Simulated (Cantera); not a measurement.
Cantera run:

```python
import numpy as np
import cantera as ct

gas_names = """
    F F2 N NF NF2 NF3 N2 Si SiF SiF2 SiF3 SiF4 SiN Si2 Si2N Si3
""".split()
cond_names = """
    Si(cr) Si(L) Si3N4(a)
""".split()


# ... load() reads the species with a 1 bar reference pressure and builds the phases ...
atoms = {
    'Si': {'Si': 1},
    'F2': {'F': 2},
    'N2': {'N': 2},
    'NF3': {'N': 1, 'F': 3},
}
top_T = {'Si3N4(a)': 2400}  # K; cautious upper limits of use, not melting points


# ... equilibrate(T, P, feed) seeds the gas with the atoms and calls Mixture.equilibrate('TP', solver="vcs", rtol=1e-11, max_steps=5000) ...
results = []
feed = {'Si': 1, 'F2': 4.6, 'N2': 0.9, 'NF3': 3.1}  # mol
P = 32000  # Pa
for T in [623, 773, 923, 1073, 1223, 1373, 1523, 1673]:
    mix = equilibrate(T, P, feed)
    results.append((T, P, feed, dict(zip(mix.species_names, mix.species_moles))))

top = {s: max(r[3][s] / sum(r[3][g] for g in gas_names) for r in results) for s in gas_names}
cols = sorted((s for s in top if top[s] > 1e-05), key=lambda s: -top[s])[:8]
seen = [c for c in cond_names if any(r[3].get(c, 0) > 1e-12 for r in results)]
print("log10 of partial pressures in bar; condensed amounts in mol")
print(f"{'T/K':>10s}" + "".join(f"{s[:9]:>10s}" for s in cols + seen))
for T, P, feed, n in results:
    ng = sum(n[g] for g in gas_names)
    print(f"{T:10.4g}" + "".join(f"{np.log10(max(n[s] / ng * P / 1e5, 1e-99)):10.3f}" for s in cols)
          + "".join(f"{n.get(c, 0):10.4g}" for c in seen))
```

Result:

```
log10 of partial pressures in bar; condensed amounts in mol
       T/K         F       NF3        F2        N2      SiF4
       623    -4.644    -0.595    -2.106    -2.356    -1.270
       773    -2.809    -0.790    -1.085    -1.535    -1.347
       923    -1.741    -1.548    -0.749    -1.197    -1.499
      1073    -1.124    -2.671    -0.818    -1.193    -1.575
      1223    -0.778    -3.915    -1.114    -1.266    -1.655
      1373    -0.639    -5.284    -1.613    -1.328    -1.717
      1523    -0.602    -6.589    -2.162    -1.351    -1.740
      1673    -0.592    -7.716    -2.658    -1.357    -1.746
```

Equilibrium computed with Cantera from the NASA thermochemical tables; the gas is ideal and each condensed phase is pure.
